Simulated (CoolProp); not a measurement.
Properties of cyclopentane along the isobar 0.826 MPa (Tc = 238.6 °C, pc = 4.583 MPa, ω = 0.202).

Model: reference Helmholtz-energy equation of state, Gedanitz 2015, in CoolProp.

```json
[
 {"T (°C)": "192.45", "phase": "gas", "Z": "0.9073", "cp (kJ/(kg K))": "2.087", "cv (kJ/(kg K))": "1.907", "Joule-Thomson coefficient (K/MPa)": "10.55", "isothermal compressibility (1/MPa)": "1.344", "conductivity (mW/(m K))": "33.5"},
 {"T (°C)": "198.05", "phase": "gas", "Z": "0.9111", "cp (kJ/(kg K))": "2.108", "cv (kJ/(kg K))": "1.931", "Joule-Thomson coefficient (K/MPa)": "10.10", "isothermal compressibility (1/MPa)": "1.338", "conductivity (mW/(m K))": "34.2"},
 {"T (°C)": "203.65", "phase": "gas", "Z": "0.9148", "cp (kJ/(kg K))": "2.130", "cv (kJ/(kg K))": "1.955", "Joule-Thomson coefficient (K/MPa)": "9.677", "isothermal compressibility (1/MPa)": "1.331", "conductivity (mW/(m K))": "34.9"},
 {"T (°C)": "209.25", "phase": "gas", "Z": "0.9182", "cp (kJ/(kg K))": "2.151", "cv (kJ/(kg K))": "1.979", "Joule-Thomson coefficient (K/MPa)": "9.282", "isothermal compressibility (1/MPa)": "1.325", "conductivity (mW/(m K))": "35.6"},
 {"T (°C)": "214.95", "phase": "gas", "Z": "0.9215", "cp (kJ/(kg K))": "2.172", "cv (kJ/(kg K))": "2.003", "Joule-Thomson coefficient (K/MPa)": "8.904", "isothermal compressibility (1/MPa)": "1.320", "conductivity (mW/(m K))": "36.3"},
 {"T (°C)": "220.55", "phase": "gas", "Z": "0.9246", "cp (kJ/(kg K))": "2.194", "cv (kJ/(kg K))": "2.027", "Joule-Thomson coefficient (K/MPa)": "8.556", "isothermal compressibility (1/MPa)": "1.315", "conductivity (mW/(m K))": "37.1"},
 {"T (°C)": "226.15", "phase": "gas", "Z": "0.9275", "cp (kJ/(kg K))": "2.215", "cv (kJ/(kg K))": "2.050", "Joule-Thomson coefficient (K/MPa)": "8.229", "isothermal compressibility (1/MPa)": "1.310", "conductivity (mW/(m K))": "37.8"},
 {"T (°C)": "231.85", "phase": "gas", "Z": "0.9304", "cp (kJ/(kg K))": "2.237", "cv (kJ/(kg K))": "2.074", "Joule-Thomson coefficient (K/MPa)": "7.915", "isothermal compressibility (1/MPa)": "1.306", "conductivity (mW/(m K))": "38.6"},
 {"T (°C)": "237.45", "phase": "gas", "Z": "0.9330", "cp (kJ/(kg K))": "2.258", "cv (kJ/(kg K))": "2.097", "Joule-Thomson coefficient (K/MPa)": "7.625", "isothermal compressibility (1/MPa)": "1.302", "conductivity (mW/(m K))": "39.3"},
 {"T (°C)": "243.05", "phase": "gas", "Z": "0.9355", "cp (kJ/(kg K))": "2.279", "cv (kJ/(kg K))": "2.120", "Joule-Thomson coefficient (K/MPa)": "7.350", "isothermal compressibility (1/MPa)": "1.298", "conductivity (mW/(m K))": "40.1"},
 {"T (°C)": "248.75", "phase": "gas", "Z": "0.9380", "cp (kJ/(kg K))": "2.301", "cv (kJ/(kg K))": "2.143", "Joule-Thomson coefficient (K/MPa)": "7.086", "isothermal compressibility (1/MPa)": "1.294", "conductivity (mW/(m K))": "40.8"},
 {"T (°C)": "254.35", "phase": "gas", "Z": "0.9402", "cp (kJ/(kg K))": "2.322", "cv (kJ/(kg K))": "2.165", "Joule-Thomson coefficient (K/MPa)": "6.841", "isothermal compressibility (1/MPa)": "1.290", "conductivity (mW/(m K))": "41.6"},
 {"T (°C)": "259.95", "phase": "gas", "Z": "0.9424", "cp (kJ/(kg K))": "2.343", "cv (kJ/(kg K))": "2.188", "Joule-Thomson coefficient (K/MPa)": "6.609", "isothermal compressibility (1/MPa)": "1.287", "conductivity (mW/(m K))": "42.4"},
 {"T (°C)": "265.55", "phase": "gas", "Z": "0.9445", "cp (kJ/(kg K))": "2.364", "cv (kJ/(kg K))": "2.210", "Joule-Thomson coefficient (K/MPa)": "6.388", "isothermal compressibility (1/MPa)": "1.284", "conductivity (mW/(m K))": "43.1"},
 {"T (°C)": "271.25", "phase": "gas", "Z": "0.9465", "cp (kJ/(kg K))": "2.385", "cv (kJ/(kg K))": "2.232", "Joule-Thomson coefficient (K/MPa)": "6.175", "isothermal compressibility (1/MPa)": "1.281", "conductivity (mW/(m K))": "43.9"},
 {"T (°C)": "276.85", "phase": "gas", "Z": "0.9484", "cp (kJ/(kg K))": "2.405", "cv (kJ/(kg K))": "2.254", "Joule-Thomson coefficient (K/MPa)": "5.976", "isothermal compressibility (1/MPa)": "1.278", "conductivity (mW/(m K))": "44.7"}
]
```

Thermal conductivity comes from a separate model (Vassiliou 2015).
